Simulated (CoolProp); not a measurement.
A single-stage vapour-compression cycle with R143a: evaporating at 200.15 K (dew point), condensing at 242.15 K (bubble point), superheat 5 K, subcooling 8 K, compressor efficiency 0.8, no pressure losses. Each further row changes one setting.

Computed with CoolProp (reference Helmholtz-energy equation of state, Lemmon and Jacobsen 2000).

```
case                              cooling COP  pressure ratio  discharge temperature (K)  refrigerating effect (kJ/kg)  volumetric capacity (kJ/m³)
--------------------------------  -----------  --------------  -------------------------  ----------------------------  ---------------------------
as stated                                3.38            8.30                      282.3                           203                          253
evaporating temperature 205.15 K         4.02            6.12                      276.6                           206                          342
condensing temperature 237.15 K          3.92            6.75                      274.5                           210                          261
subcooling 13 K                          3.49            8.30                      282.3                           210                          261
superheat 15 K                           3.35            8.30                      293.5                           211                          250
compressor efficiency 0.7                2.96            8.30                      291.4                           203                          253
```
